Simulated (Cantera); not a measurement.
## Ignition delay

Mixture: CH4 : O2 : N2 = 1 : 3.17 : 11.9 (molar parts), at 14.8 atm, adiabatic and at constant volume. Ignition delay is the time to a rise of 400 K.

Cantera simulation using GRI-Mech 3.0 (53 species, 325 reactions); the numbers are that mechanism's predictions, not measurements. The pressure lies above the range GRI-Mech 3.0 was tuned for (to about 10 atm).

| T0 (K) | delay (ms) |
|---|---|
| 1050 | 20.0 |
| 1150 | 4.59 |
| 1250 | 1.32 |
| 1350 | 0.442 |
| 1450 | 0.164 |
| 1550 | 0.0670 |
| 1650 | 0.0297 |
| 1750 | 0.0143 |
| 1850 | 0.00741 |

```
Item                                                    Result
--------------------------------------------------  ----------
apparent activation energy between 1650 and 1850 K  180 kJ/mol
```
